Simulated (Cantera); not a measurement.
A freely propagating, adiabatic, planar premixed flame of H2 : O2 : N2 = 1 : 0.217 : 0.817 (molar parts), unburnt at 698 K and 860000 Pa; mixture-averaged transport, grid criteria slope 0.08 and curve 0.16, no radiation.

Cantera simulation using the H2/O2 subset of GRI-Mech 3.0, which has no nitrogen chemistry; the numbers are that mechanism's predictions, not measurements. The hydrogen kinetics of GRI-Mech 3.0 are dated; newer H2 mechanisms differ, most at raised pressure. Burning velocities carry a grid error of a few per cent, more on coarse grids.

Predict: laminar burning velocity; thermal thickness; peak x(O); peak x(H2O2); peak x(H).


| Quantity | Result |
|---|---|
| laminar burning velocity | 1120 cm/s |
| thermal thickness | 0.0319 mm |
| peak x(O) | 0.00178 |
| peak x(H2O2) | 5.03e-5 |
| peak x(H) | 0.0485 |
